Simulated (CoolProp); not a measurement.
A simple Rankine cycle with R1336mzz(E): condensing at 295.15 K, boiler at 1.74 MPa, turbine inlet 409 K, turbine efficiency 0.6, pump efficiency 0.8, no recuperator. Each further row changes one setting.

The numbers come from the reference Helmholtz-energy equation of state, Akasaka 2023 in CoolProp.

```tsv
case	thermal efficiency (%)	net work (kJ/kg)	heat in (kJ/kg)	turbine exit temperature (K)	volume ratio over the turbine
as stated	9.5	21.6	227	362.9	11.5
condensing temperature 287.15 K	10.4	24.6	236	358.8	15.4
boiler pressure 1.22 MPa	8.4	19.7	234	373.6	7.46
turbine efficiency 0.5	7.8	17.8	227	367.2	11.6
```
